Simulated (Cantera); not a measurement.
An isothermal, constant-pressure homogeneous reactor starts with CO : O2 : H2O : N2 = 0.028 : 0.026 : 0.061 : 1 (molar parts), equivalence ratio 0.54, at 898 K and 1.30 bar. Integrator tolerance rtol = 1e-08.

Cantera simulation using GRI-Mech 3.0 (53 species, 325 reactions); the numbers are that mechanism's predictions, not measurements.

```json
[
 {"quantity": "x(CO) at 10.0 s", "before": "0.0163 (gas-phase equilibrium <1e-12)", "after": "1.16e-5 (gas-phase equilibrium <1e-12)"},
 {"quantity": "x(O2) at 10.0 s", "before": "0.0190 (gas-phase equilibrium 0.0109)", "after": "0.0109 (gas-phase equilibrium 0.0109)"},
 {"quantity": "x(H2O) at 10.0 s", "before": "0.0549 (gas-phase equilibrium 0.0554)", "after": "0.0554 (gas-phase equilibrium 0.0554)"},
 {"quantity": "x(O) at 10.0 s", "before": "2.35e-8 (gas-phase equilibrium <1e-12)", "after": "2.32e-8 (gas-phase equilibrium 1.44e-12)"},
 {"quantity": "x(H2O2) at 10.0 s", "before": "7.39e-6 (gas-phase equilibrium 4.35e-12)", "after": "6.35e-9 (gas-phase equilibrium 1.39e-12)"}
]
```

Question: What was changed between the two runs?
(A) N2 1 to 1.5 parts
(B) pressure from 1.30 bar to 9.50 bar
(C) pressure from 1.30 bar to 0.133 bar
(D) pressure from 1.30 bar to 4.50 bar

Answer: C, pressure from 1.30 bar to 0.133 bar
